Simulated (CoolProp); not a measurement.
A Linde-Hampson liquefier for dry air: isothermal reversible compression at 290 K from 1 atm to 20 MPa, throttling to 1 atm, return gas leaving the recuperator 10 K below the feed. Each further row changes one setting.

Model: reference Helmholtz-energy equation of state, Lemmon 2000, in CoolProp. It is a pseudo-pure fit of the blend.

| case | liquid yield per pass | compression work (kJ/kg of gas) |
|---|---|---|
| as stated | 0.067 | 438 |
| high pressure 40 MPa | (withheld) | 501 |
| warm-end temperature 320 K | (withheld) | 486 |
| warm-end gap 15 K | (withheld) | 438 |

Task: Fill in the missing entries.

Result: 
- high pressure 40 MPa, liquid yield per pass: 0.094
- warm-end temperature 320 K, liquid yield per pass: 0.044
- warm-end gap 15 K, liquid yield per pass: 0.055
